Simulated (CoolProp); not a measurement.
A Linde-Hampson liquefier for oxygen: isothermal reversible compression at 300 K from 1 atm to 10 MPa, throttling to 1 atm, return gas leaving the recuperator 2 K below the feed. Each further row changes one setting.

Computed with CoolProp (reference Helmholtz-energy equation of state, Schmidt 1985).

```json
[
 {"case": "as stated", "liquid yield per pass": "0.053", "compression work (kJ/kg of gas)": "354"},
 {"case": "high pressure 20 MPa", "liquid yield per pass": "0.101", "compression work (kJ/kg of gas)": "405"},
 {"case": "warm-end temperature 330 K", "liquid yield per pass": "0.040", "compression work (kJ/kg of gas)": "391"},
 {"case": "warm-end gap 7 K", "liquid yield per pass": "0.042", "compression work (kJ/kg of gas)": "354"}
]
```

Above 300 K oxygen's equation is extrapolated.
